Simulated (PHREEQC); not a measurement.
0.038 g of hydrous ferric oxide (600 m²/g; 0.2 weak and 0.005 strong sites per Fe, Dzombak-Morel constants, diffuse double layer) in 1 kg of water with 0.1 mol/kgw of an inert sodium salt and 0.03 mmol/kgw ZnCl2 and 0.034 mmol/kgw MgCl2, at 25 °C; the pH is set by adding NaOH or the inert anion's acid. Oxygen alone is held at its pressure in air (log pO2 = -0.68). No CO2 enters from the air. No solid was allowed to form.

The numbers come from PHREEQC with the ion-association model, wateq4f.dat.

Task: Predict Zn sorbed (%), Mg sorbed (%) at pH = 3.67, 7, 7.67, 9.67, 11.

Result: 
| pH | Zn sorbed (%) | Mg sorbed (%) |
|---|---|---|
| 3.67 | 0.0 | 0.0 |
| 7 | 25.5 | 0.1 |
| 7.67 | 64.9 | 0.4 |
| 9.67 | 75.3 | 43.5 |
| 11 | 17.0 | 94.6 |

The oxide is taken as insoluble; below pH 4 it would dissolve.
